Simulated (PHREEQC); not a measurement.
Make-up at 60 °C: 71 mmol/kgw MgCl2, 5.06 mmol/kgw Na2SO4 and 63 mmol/kgw MgSO4. Closed to the air; pH follows from the charge balance.

The numbers come from PHREEQC with the ion-association model, wateq4f.dat.

This is a speciation only: nothing precipitates in the calculation.

Problem. Predict the ionic strength.

Solution. ionic strength 0.278 mol/kgw.

Problem. In which forms is Na present?

Solution. Na+ 98 %, NaSO4- 2.5 % of the Na.

Constants without temperature data keep their 25 °C values here.
